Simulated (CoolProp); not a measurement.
Properties of carbon dioxide along the isotherm 457.5 K (Tc = 304.1 K, pc = 73.77 bar, ω = 0.224).

Computed with CoolProp (reference Helmholtz-energy equation of state, Span 1996).

```csv
p (bar),phase,Z,cv (kJ/(kg K))
28.4,gas,0.9699,0.8074
56.7,gas,0.9414,0.8197
85.1,supercritical,0.9146,0.8320
113,supercritical,0.8906,0.8436
142,supercritical,0.8690,0.8550
170,supercritical,0.8520,0.8650
199,supercritical,0.8392,0.8739
227,supercritical,0.8318,0.8812
255,supercritical,0.8292,0.8872
284,supercritical,0.8313,0.8921
312,supercritical,0.8376,0.8959
340,supercritical,0.8474,0.8988
369,supercritical,0.8607,0.9012
```
